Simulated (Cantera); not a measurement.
A closed system holds: 1 mol C2F6, 0.24 mol H2, 1.8 mol HCl, at 3098.15 K and 1600 Pa.

These are equilibrium values from Cantera (NASA tables, ideal gas, pure condensed phases), not measurements of a reactor. Candidate condensed phases: C, C6H6, C7H8, C8H18; 118 gas species. The feed counts by its element totals alone. The tables' values for CCl are old estimates; treat these amounts as uncertain. Rates play no part.

Base state: F 0.388, HF 0.256, Cl 0.213, CF 0.0535, C3 0.0502, H 0.0136, CF2 0.00891, C 0.00765 (mole fractions); condensed: gas only.

Q: What changes in the equilibrium state with this change: temperature from 3098.15 K to 1073 K?

A: 
| species | before | after |
|---|---|---|
| HF | 0.256 | 0.328 |
| CF4 | 9.87e-8 | 0.302 |
| HCl | 0.00153 | 0.264 |
| F | 0.388 | 1.35e-9 |
| CF | 0.0535 | <1e-9 |
| C3 | 0.0502 | <1e-9 |
| H | 0.0136 | <1e-9 |
| Cl2 | 5.73e-6 | 0.0962 |
| Cl | 0.213 | 0.00264 |
| C | 0.00765 | <1e-9 |
| CClF3 | <1e-9 | 0.00762 |
| C2 | 0.00532 | <1e-9 |
| C5 | 0.00117 | <1e-9 |
| CF2 | 0.00891 | 2.37e-8 |
| C(graphite), mol | 0 | 0.808 |
Gases not in the tables: C2F6 and larger saturated fluorocarbons.
